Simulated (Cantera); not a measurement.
Feed: 1 mol C₂H₂, 0.52 mol CO₂, 2 mol H₂, equilibrated at 1.33 mbar.

Cantera equilibrium calculation (NASA polynomials, part measured and part estimated; ideal gas, pure solids and liquids). Candidate condensed phases: C, C₆H₆, C₇H₈, C₈H₁₈, H₂O; 110 gas species. Kinetics and transport are ignored.

What share of the C ends up in condensed phases as a function of T (°C), at 427, 477, 527, 577, 627, 677, 727?


| T (°C) | C condensed (%) | as |
|---|---|---|
| 427 | 74.0 | C(graphite) |
| 477 | 65.4 | C(graphite) |
| 527 | 60.7 | C(graphite) |
| 577 | 59.2 | C(graphite) |
| 627 | 58.9 | C(graphite) |
| 677 | 58.8 | C(graphite) |
| 727 | 58.7 | C(graphite) |
